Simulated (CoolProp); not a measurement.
n-perfluorohexane along the isobar 1.13 MPa: density (kg/m³) from the reference equation and from simpler models built on Tc = 448.0 K, pc = 1.742 MPa, ω = 0.497; each cubic takes its own stable root.

The numbers come from the reference Helmholtz-energy equation of state, Gao 2022 in CoolProp.

```tsv
T (K)	phase	reference	van der Waals	Redlich-Kwong	Soave-Redlich-Kwong	Peng-Robinson
254.3	liquid	1803	1007	1479	1560	1754
267.3	liquid	1767	989.6	1449	1533	1726
280.4	liquid	1731	971.0	1416	1505	1696
293.4	liquid	1694	951.7	1382	1475	1663
306.5	liquid	1657	931.1	1346	1442	1627
319.5	liquid	1618	909.4	1308	1406	1589
332.6	liquid	1578	886.0	1266	1367	1545
345.6	liquid	1536	860.8	1222	1324	1498
358.7	liquid	1491	833.0	1174	1276	1445
371.7	liquid	1442	802.0	1121	1223	1385
384.8	liquid	1388	765.7	1062	1162	1316
397.8	liquid	1327	721.5	993.1	1091	1236
410.9	liquid	1252	168.6	906.8	1003	1135
423.9	liquid	1150	153.8	166.0	883.4	997.4
437	gas	157.0	142.7	150.1	152.6	157.8
450	gas	141.5	133.9	138.7	138.4	142.7
```

At some of these states van der Waals, Redlich-Kwong gives the other phase, because its saturation line lies elsewhere.
